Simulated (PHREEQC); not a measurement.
**Polishing slurry liquid (model solution)**

Dissolve 39 mmol/kgw HNO3, 0.48 mmol/kgw Al(NO3)3 and 0.027 mmol/kgw CO2 at 85 °C. Closed to the air; pH follows from the charge balance.

Computed with PHREEQC (ion-association model, wateq4f.dat).

Each row changes one thing in this solution. No solid was allowed to form.

```csv
case,pH,AlOH+2 (mol/kgw),SI of Boehmite (AlOOH),SI of Gibbsite (Al(OH)3)
as made,1.48,2.27e-6,-4.66,-4.84
temperature from 85 to 45 °C,1.48,2.56e-7,-6.78,-6.56
HNO3 from 0.039 to 0.0078 mol/kgw,2.15,1.32e-5,-2.41,-2.59
CO2 replaced by Na2CO3 at the same molality,1.48,2.27e-6,-4.65,-4.84
temperature from 85 to 40 °C,1.48,1.90e-7,-7.09,-6.80
temperature from 85 to 75 °C,1.48,1.36e-6,-5.14,-5.23
CO2 left out,1.48,2.27e-6,-4.66,-4.84
temperature from 85 to 5 °C,1.47,1.94e-8,-9.54,-8.78
```

Complexes and solids missing from the database can't appear. Away from 25 °C the constants follow the database's enthalpies or fits; those with neither stay at their 25 °C values.
